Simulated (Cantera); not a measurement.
Charge: 1 mol Fe, 2 mol H2S, 27 mol N2, at 0.975 Torr.

Method: chemical equilibrium by Gibbs-energy minimisation in Cantera with the NASA 1993 tables (ideal gas, pure condensed phases). Candidate condensed phases: Fe, FeS, FeS2, S; 16 gas species. Metal and sulfide melt together well below either melting point, which pure phases cannot show. Mutual solubility and eutectic melting of coexisting phases are not modelled. FeS: taken at fixed stoichiometry. Equilibrium is a limit: real reactors are often held back by kinetics, nucleation or transport.

x: gas mole fraction; n: condensed amount in mol.

```json
[
 {"T (K)": "1325", "x N2": "0.917", "x H2": "0.0650", "x Fe": "3.17e-7", "x S2": "0.0155", "x S": "1.41e-5", "n FeS(s)": "1.000", "n Fe(γ)": "0", "n FeS(l)": "0", "n Fe(δ)": "0"},
 {"T (K)": "1425", "x N2": "0.916", "x H2": "0.0660", "x Fe": "1.07e-5", "x S2": "0.0159", "x S": "5.70e-5", "n FeS(s)": "1.000", "n Fe(γ)": "0", "n FeS(l)": "0", "n Fe(δ)": "0"},
 {"T (K)": "1525", "x N2": "0.914", "x H2": "0.0663", "x Fe": "0.000195", "x S2": "0.0178", "x S": "0.000200", "n FeS(s)": "0", "n Fe(γ)": "0.100", "n FeS(l)": "0.894", "n Fe(δ)": "0"},
 {"T (K)": "1625", "x N2": "0.899", "x H2": "0.0649", "x Fe": "___", "x S2": "0.0319", "x S": "___", "n FeS(s)": "0", "n Fe(γ)": "___", "n FeS(l)": "0", "n Fe(δ)": "0"},
 {"T (K)": "1725", "x N2": "0.892", "x H2": "0.0641", "x Fe": "0.00725", "x S2": "0.0310", "x S": "0.00193", "n FeS(s)": "0", "n Fe(γ)": "0", "n FeS(l)": "0", "n Fe(δ)": "0.781"},
 {"T (K)": "1825", "x N2": "0.868", "x H2": "0.0614", "x Fe": "0.0321", "x S2": "0.0288", "x S": "___", "n FeS(s)": "0", "n Fe(γ)": "0", "n FeS(l)": "0", "n Fe(δ)": "0"},
 {"T (K)": "1925", "x N2": "0.865", "x H2": "0.0594", "x Fe": "0.0320", "x S2": "0.0264", "x S": "0.00861", "n FeS(s)": "0", "n Fe(γ)": "0", "n FeS(l)": "0", "n Fe(δ)": "0"}
]
```

**Question.** Some entries are withheld; supply them.

**Answer.** 
- 1825, x S: 0.00427
- 1625, x Fe: 0.00133
- 1625, x S: 0.000769
- 1625, n Fe(γ): 0.960
